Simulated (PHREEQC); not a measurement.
# Buffer: speciation

Consider water at 25 °C with 0.11 mol/kgw NaHSO4, 0.00077 mol/kgw Na2SO4 and 0.00017 mol/kgw KCl. Closed to the air; pH follows from the charge balance.

All values are PHREEQC results (ion-association model, phreeqc.dat), not measurements.

| Item | Result |
|---|---|
| pH | 1.42 |
| ionic strength | 0.195 mol/kgw |
| specific conductance | 24200 µS/cm |
| density | 1.007 g/cm³ |
| total alkalinity | -110 meq/kg |

```
species  molality  activity   log γ
-------  --------  --------  ------
Na+         0.105    0.0786  -0.126
HSO4-      0.0620    0.0464  -0.126
H+         0.0480    0.0383  -0.098
SO4-2      0.0422    0.0124  -0.530
NaSO4-    0.00656   0.00490  -0.126
Cl-      0.000170  0.000122  -0.144
```

Precipitation was switched off in this run.
